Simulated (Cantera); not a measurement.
Input: 1 mol HF, 0.0092 mol SO2, 9.2 mol N2, at 477 °C and 0.200 bar.

Method: chemical equilibrium by Gibbs-energy minimisation in Cantera with the NASA 1993 tables (ideal gas, pure condensed phases). Candidate condensed phases: H2O, H2SO4, S; 62 gas species. Rates play no part.

Task: What is the equilibrium state?

Result: 
```
Property                                 Value
-----------------------------------  ---------
x(N2)                                    0.901
x(HF)                                   0.0980
x(SO2)                                0.000901
gas amount                           10.21 mol
log10 activity of S(l) (absent)          -4.75
log10 activity of H2SO4(l) (absent)     -22.05
```
